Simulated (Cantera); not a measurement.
**Equilibrium for aluminium and copper etching: Al + Br2 + N2**

A closed system holds: 1 mol Al, 4.5 mol Br2, 0.33 mol N2, equilibrated at 0.540 bar.

Method: chemical equilibrium by Gibbs-energy minimisation in Cantera with the NASA 1993 tables (ideal gas, pure condensed phases). Candidate condensed phases: Al, AlBr3, AlN, Br2; 10 gas species. Equilibrium is a limit: real reactors are often held back by kinetics, nucleation or transport.

```tsv
T (K)	x Br2	x AlBr3	x Al2Br6	x N2	x Br
673	0.750	0.0844	0.0828	0.0825	2.25e-5
723	0.730	0.135	0.0544	0.0804	7.41e-5
773	0.713	0.178	0.0296	0.0785	0.000209
823	0.702	0.206	0.0142	0.0773	0.000521
873	0.696	0.219	0.00658	0.0767	0.00117
923	0.693	0.225	0.00314	0.0764	0.00243
973	0.690	0.228	0.00159	0.0762	0.00467
1023	0.686	0.228	0.000850	0.0760	0.00843
1073	0.681	0.228	0.000481	0.0757	0.0144
1123	0.673	0.228	0.000286	0.0753	0.0233
1173	0.662	0.226	0.000178	0.0748	0.0363
1223	0.647	0.224	0.000114	0.0742	0.0542
```
x: gas mole fraction; nothing condenses.

From 673 K to 1223 K nothing is condensed. The main Al-bearing gas is Al2Br6 at 673 K and AlBr3 at 1223 K.
